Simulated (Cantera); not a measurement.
Standard-state values (1 bar) from the NASA 1993 polynomials, evaluated with Cantera. Values are per mole of reaction as written; species without (g) are pure solids or liquids, kept so even where they would boil at 1 bar.

8 CH₃(g) + CS₂(g) + Ni = NiS₂ + 3 C₃H₈(g), with ΔH° = -1737.7 kJ and ΔS° = -937.5 J/K at 300 K.

How far is the shortcut ΔG° ≈ ΔH°(300 K) − T·ΔS°(300 K) from the full temperature-dependent value at 375, 475, 575, 675, 775 K?


| T (K) | shortcut (kJ) | full (kJ) | difference (kJ) | difference in log10 K |
|---|---|---|---|---|
| 375 | -1386.1 | -1385.4 | -0.7 | 0.10 |
| 475 | -1292.4 | -1289.3 | -3.1 | 0.34 |
| 575 | -1198.6 | -1192.2 | -6.4 | 0.58 |
| 675 | -1104.9 | -1095.0 | -9.9 | 0.77 |
| 775 | -1011.1 | -997.7 | -13.4 | 0.90 |
The shortcut ignores the heat-capacity change of the reaction.
